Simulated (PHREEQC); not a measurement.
A solution holds 0.0022 mol/kgw Pb(NO3)2, 0.0024 mol/kgw KNO3 and 0.00042 mol/kgw Na2SO4, at 68 °C. Closed to the air; pH follows from the charge balance.

Model: ion-association model, wateq4f.dat, run in PHREEQC.

```json
{
 "pH": "5.30",
 "ionic_strength": "0.00948 mol/kgw"
}
```

```
species  molality  activity   log γ
-------  --------  --------  ------
NO3-      0.00668   0.00596  -0.049
K+        0.00239   0.00214  -0.048
Pb+2      0.00194   0.00125  -0.191
Na+      0.000839  0.000753  -0.047
SO4-2    0.000283  0.000184  -0.186
PbSO4    0.000129  0.000130   0.001
PbNO3+   0.000123  0.000110  -0.048
KSO4-     5.94e-6   5.34e-6  -0.046
H+        5.53e-6   5.02e-6  -0.042
```

This is a speciation only: nothing precipitates in the calculation. Examples of supersaturated solids here: Larnakite, Pb(OH)2. Others may be too. Away from 25 °C the constants follow the database's enthalpies or fits; those with neither stay at their 25 °C values.
